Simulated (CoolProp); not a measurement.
Neopentane at several states: Z from the reference equation and from simpler models built on Tc = 433.7 K, pc = 3.196 MPa, ω = 0.196; each cubic takes its own stable root.

Values from CoolProp's reference Helmholtz-energy equation of state, Lemmon 2006. It is a short technical equation, of lower accuracy than the large ones.

| T (K) | p (MPa) | phase | reference | van der Waals | Soave-Redlich-Kwong |
|---|---|---|---|---|---|
| 348 | 18.3 | liquid | 0.8054 | 1.154 | 0.8315 |
| 327.9 | 0.299 | gas | 0.9164 | 0.9435 | 0.9205 |
| 415.8 | 1.74 | gas | 0.7354 | 0.7796 | 0.7397 |
| 438.3 | 7.19 | supercritical | 0.3473 | 0.4709 | 0.3857 |
